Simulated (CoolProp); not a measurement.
Saturation properties of ethylene (Tc = 282.4 K, pc = 5.042 MPa, ω = 0.087).

Computed with CoolProp (reference Helmholtz-energy equation of state, Smukala 2000).

```csv
T (K),p (MPa),enthalpy of vaporisation (kJ/kg),liquid cp (kJ/(kg K)),vapour Z,surface tension (mN/m)
224.1,1.095,381.3,2.752,0.8249,7.52
228,1.240,371.5,2.808,0.8090,6.94
231.9,?,?,?,0.7922,6.36
235.7,1.566,?,2.945,0.7748,5.80
239.6,1.753,339.1,3.033,0.7558,5.24
243.4,1.950,327.1,3.134,0.7362,4.70
247.3,2.168,314.0,3.260,0.7148,4.15
251.2,2.404,299.8,3.414,0.6919,3.62
255,2.651,?,3.604,0.6679,?
258.9,2.923,268.1,?,0.6413,2.60
```

### Question
What belongs in the gaps?

### Answer

- 231.9, p (MPa): 1.398
- 231.9, enthalpy of vaporisation (kJ/kg): 361.2
- 231.9, liquid cp (kJ/(kg K)): 2.872
- 235.7, enthalpy of vaporisation (kJ/kg): 350.6
- 255, enthalpy of vaporisation (kJ/kg): 284.9
- 255, surface tension (mN/m): 3.11
- 258.9, liquid cp (kJ/(kg K)): 3.859

It boils at 169.4 K under 1 atm.

Surface tension comes from a separate correlation (Mulero 2012).
